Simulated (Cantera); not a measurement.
An adiabatic, constant-pressure homogeneous reactor starts with 18.2 % H2, 17.2 % O2, 64.6 % N2, at 1198 K and 1.50 bar.

Cantera simulation using the H2/O2 subset of GRI-Mech 3.0, which has no nitrogen chemistry; the numbers are that mechanism's predictions, not measurements.

x: mole fraction; the columns are a selection and need not sum to one.

```tsv
t (s)	T (K)	x H2	x O2	x O	x H2O	x H2O2	x H
7.00e-6	1198	0.182	0.172	___	1.70e-7	2.22e-10	1.26e-7
2.51e-5	1202	0.180	0.171	___	0.00151	1.38e-6	0.000849
9.03e-5	2298	0.00644	0.0838	___	0.180	3.44e-7	0.00383
0.000325	2412	0.00210	0.0856	0.00227	0.191	3.95e-7	0.000647
0.00117	2413	0.00206	0.0856	0.00223	0.191	3.98e-7	0.000632
0.00419	2413	0.00206	0.0856	0.00223	0.191	3.98e-7	0.000632
0.0150	2413	0.00206	0.0856	0.00223	0.191	3.98e-7	0.000632
0.0540	2413	0.00206	0.0856	0.00223	0.191	3.98e-7	0.000632
0.194	2413	0.00206	0.0856	0.00223	0.191	3.98e-7	0.000632
0.697	2413	0.00206	0.0856	0.00223	0.191	3.98e-7	0.000632
2.51	2413	0.00206	0.0856	0.00223	0.191	3.98e-7	0.000632
9.00	2413	0.00206	0.0856	0.00223	0.191	3.98e-7	0.000632
```

### Question
Fill in the missing entries.

### Answer

- 7.00e-6, x O: 2.79e-8
- 2.51e-5, x O: 0.000188
- 9.03e-5, x O: 0.00709
